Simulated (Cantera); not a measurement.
A freely propagating, adiabatic, planar premixed flame of CH4 : C2H6 : C3H8 : O2 : N2 = 1 : 0.046 : 0.89 : 5.51 : 20.7 (molar parts), equivalence ratio 1.2, unburnt at 700 K and 1.70 bar; mixture-averaged transport, grid criteria slope 0.08 and curve 0.16, no radiation.

Model: GRI-Mech 3.0 (53 species, 325 reactions), integrated in Cantera. GRI-Mech 3.0 was tuned for natural gas; its chemistry of propane as a main component is partial and can be far from experiment. Burning velocities carry a grid error of a few per cent, more on coarse grids.

Q: What does this change do: inlet temperature 700 to 575 K?

A: 
```tsv
quantity	before	after
laminar burning velocity	178 cm/s	119 cm/s
thermal thickness	0.165 mm	0.181 mm
peak x(H2)	0.0368	0.0349
peak x(CH3)	0.00406	0.00346
peak x(CH2O)	0.00191	0.00185
```

Q: What does this change do: inlet temperature 700 to 400 K?

A: 
```tsv
quantity	before	after
laminar burning velocity	178 cm/s	61.3 cm/s
thermal thickness	0.165 mm	0.212 mm
peak x(H2)	0.0368	0.0325
peak x(CH3)	0.00406	0.00272
peak x(CH2O)	0.00191	0.00177
```
